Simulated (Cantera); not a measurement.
Ignition delay

Mixture: CH₄ : O₂ : N₂ = 1 : 1.43 : 5.37 (molar parts), at 101000 Pa, adiabatic and at constant volume. Ignition delay is the time to a rise of 400 K.

Cantera simulation using GRI-Mech 3.0 (53 species, 325 reactions); the numbers are that mechanism's predictions, not measurements.

```csv
T0 (K),delay (ms)
1125,158
1175,74.1
1225,36.1
1275,18.2
1325,9.47
1375,5.09
1425,2.83
```

| Item | Result |
|---|---|
| apparent activation energy between 1325 and 1425 K | 190 kJ/mol |
